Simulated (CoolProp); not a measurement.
Vapour-liquid equilibrium of propylene (1) + R152A (2) at 1.31 MPa; x and y are mole fractions of (1).

Values from CoolProp's multi-fluid Helmholtz-energy mixture model, Lemmon 2013 and Outcalt 1996; pair parameters Bell 2016.

Give the bubble temperature and the first vapour's composition at x = 0.55, 0.85, 0.95. Is there an azeotrope?

x = 0.55: 32.3 °C, y = 0.658; x = 0.85: 29.6 °C, y = 0.855; x = 0.95: 29.7 °C, y = 0.945. y crosses x between x = 0.85 and 0.95: the model has an azeotrope there.

The pair parameters rest on a limited set of measurements; away from them the model extrapolates.
